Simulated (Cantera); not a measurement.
Cantera run:

```python
import numpy as np
import cantera as ct

gas_names = """
    CL CL2 H HCL H2 N NH NH2 NH3 N2 N2H2 N2H4 Si SiCL SiCL2 SiCL3 SiCL4 SiH SiHCL3 SiH2 SiH2CL2 SiH3
    SiH3CL SiH4 SiN Si2 Si2N Si3
""".split()
cond_names = """
    NH4CL(a) NH4CL(b) Si(cr) Si(L) Si3N4(a)
""".split()


# ... load() reads the species with a 1 bar reference pressure and builds the phases ...
atoms = {
    'SiH2Cl2': {'Si': 1, 'H': 2, 'CL': 2},
    'NH3': {'N': 1, 'H': 3},
    'H2': {'H': 2},
}
top_T = {'Si3N4(a)': 2400}  # K; cautious upper limits of use, not melting points


# ... equilibrate(T, P, feed) seeds the gas with the atoms and calls Mixture.equilibrate('TP', solver="vcs", rtol=1e-11, max_steps=5000) ...
results = []
feed = {'SiH2Cl2': 1, 'NH3': 0.28, 'H2': 4.4}  # mol
T = 748.15  # K
for P in [5, 21, 85, 350, 1400, 5900, 24000, 100000]:
    mix = equilibrate(T, P, feed)
    results.append((T, P, feed, dict(zip(mix.species_names, mix.species_moles))))

top = {s: max(r[3][s] / sum(r[3][g] for g in gas_names) for r in results) for s in gas_names}
cols = sorted((s for s in top if top[s] > 0.0001), key=lambda s: -top[s])[:8]
seen = [c for c in cond_names if any(r[3].get(c, 0) > 1e-12 for r in results)]
print("log10 of partial pressures in bar; condensed amounts in mol")
print(f"{'P/Pa':>10s}" + "".join(f"{s[:9]:>10s}" for s in cols + seen))
for T, P, feed, n in results:
    ng = sum(n[g] for g in gas_names)
    print(f"{P:10.4g}" + "".join(f"{np.log10(max(n[s] / ng * P / 1e5, 1e-99)):10.3f}" for s in cols)
          + "".join(f"{n.get(c, 0):10.4g}" for c in seen))
```

It prints:

```
log10 of partial pressures in bar; condensed amounts in mol
      P/Pa        H2     SiCL4    SiHCL3       HCL   SiH2CL2     SiCL3    Si(cr)  Si3N4(a)
         5    -4.340    -5.432    -6.684    -6.444    -9.072    -8.160    0.2944      0.07
        21    -3.716    -4.812    -5.908    -5.977    -8.139    -7.695    0.2883      0.07
        85    -3.109    -4.213    -5.154    -5.523    -7.232    -7.246    0.2822      0.07
       350    -2.494    -3.611    -4.396    -5.066    -6.316    -6.794    0.2752      0.07
      1400    -1.892    -3.028    -3.657    -4.619    -5.423    -6.357     0.267      0.07
      5900    -1.268    -2.431    -2.898    -4.158    -4.500    -5.909    0.2564      0.07
   2.4e+04    -0.660    -1.859    -2.165    -3.711    -3.606    -5.481    0.2433      0.07
     1e+05    -0.041    -1.293    -1.431    -3.260    -2.704    -5.056    0.2265      0.07
```

Cantera equilibrium calculation (NASA polynomials, part measured and part estimated; ideal gas, pure solids and liquids). The tables' values for SiCl3 are old estimates; treat these amounts as uncertain.
